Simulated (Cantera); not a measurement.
## Adiabatic ignition

An adiabatic, constant-volume homogeneous reactor starts with 7.77 % CH4, 3.57 % CO, 8.62 % O2, 80.0 % N2, at 1475 K and 7500 Torr.

Cantera simulation using GRI-Mech 3.0 (53 species, 325 reactions); the numbers are that mechanism's predictions, not measurements.

| t (s) | T (K) | P (bar) | x CH4 | x CO | x O2 | x H2O2 | x NO | x HCN |
|---|---|---|---|---|---|---|---|---|
| 2.00e-6 | 1475 | 10.00 | 0.0777 | 0.0357 | 0.0862 | 9.51e-9 | <1e-12 | <1e-12 |
| 9.28e-6 | 1475 | 10.00 | 0.0777 | 0.0357 | 0.0862 | 4.11e-8 | <1e-12 | <1e-12 |
| 4.31e-5 | 1475 | 10.0 | 0.0776 | 0.0357 | 0.0862 | 5.81e-8 | <1e-12 | <1e-12 |
| 0.000200 | 1478 | 10.0 | 0.0770 | 0.0357 | 0.0859 | 1.62e-7 | <1e-12 | <1e-12 |
| 0.000928 | 2351 | 16.9 | 0.00112 | 0.0806 | 1.78e-6 | 1.51e-9 | 1.67e-5 | 6.00e-5 |
| 0.00431 | 2343 | 17.0 | 9.01e-10 | 0.0902 | 4.22e-7 | 9.57e-10 | 5.07e-5 | 1.66e-6 |
| 0.0200 | 2343 | 17.0 | 8.68e-10 | 0.0902 | 4.23e-7 | 9.60e-10 | 2.43e-5 | 7.64e-7 |
| 0.0928 | 2343 | 17.0 | 8.67e-10 | 0.0902 | 4.23e-7 | 9.60e-10 | 2.38e-5 | 7.47e-7 |
| 0.431 | 2343 | 17.0 | 8.67e-10 | 0.0902 | 4.23e-7 | 9.60e-10 | 2.38e-5 | 7.47e-7 |
| 2.00 | 2343 | 17.0 | 8.67e-10 | 0.0902 | 4.23e-7 | 9.60e-10 | 2.38e-5 | 7.47e-7 |
x: mole fraction; the columns are a selection and need not sum to one.

The time of steepest temperature rise comes out as 0.898 ms. The temperature at 2.00 s is 2343 K, the equilibrium temperature is 2343 K and the x(CH4) at 2.00 s is 8.67e-10 (gas-phase equilibrium 9.65e-10). The x(CO) at 2.00 s is 0.0902 (gas-phase equilibrium 0.0902) and the x(O2) at 2.00 s is 4.23e-7 (gas-phase equilibrium 4.23e-7).
